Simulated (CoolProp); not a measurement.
Saturation properties of n-pentane.

Model: reference Helmholtz-energy equation of state, Thol 2019, in CoolProp.

```json
[
 {"T (K)": "353.3", "p (bar)": "3.696", "enthalpy of vaporisation (kJ/kg)": "318.0", "vapour Z": "0.8908"},
 {"T (K)": "363.2", "p (bar)": "4.712", "enthalpy of vaporisation (kJ/kg)": "307.7", "vapour Z": "0.8707"},
 {"T (K)": "373.1", "p (bar)": "5.924", "enthalpy of vaporisation (kJ/kg)": "296.6", "vapour Z": "0.8484"},
 {"T (K)": "383", "p (bar)": "7.355", "enthalpy of vaporisation (kJ/kg)": "284.6", "vapour Z": "0.8236"},
 {"T (K)": "393", "p (bar)": "9.047", "enthalpy of vaporisation (kJ/kg)": "271.6", "vapour Z": "0.7958"},
 {"T (K)": "402.9", "p (bar)": "10.99", "enthalpy of vaporisation (kJ/kg)": "257.5", "vapour Z": "0.7653"},
 {"T (K)": "412.8", "p (bar)": "13.23", "enthalpy of vaporisation (kJ/kg)": "241.9", "vapour Z": "0.7313"},
 {"T (K)": "422.7", "p (bar)": "15.80", "enthalpy of vaporisation (kJ/kg)": "224.4", "vapour Z": "0.6932"},
 {"T (K)": "432.7", "p (bar)": "18.75", "enthalpy of vaporisation (kJ/kg)": "204.3", "vapour Z": "0.6493"},
 {"T (K)": "442.6", "p (bar)": "22.07", "enthalpy of vaporisation (kJ/kg)": "180.7", "vapour Z": "0.5987"},
 {"T (K)": "452.5", "p (bar)": "25.83", "enthalpy of vaporisation (kJ/kg)": "151.1", "vapour Z": "0.5366"},
 {"T (K)": "462.4", "p (bar)": "30.10", "enthalpy of vaporisation (kJ/kg)": "108.1", "vapour Z": "0.4499"}
]
```

It boils at 309.2 K under 1 atm.
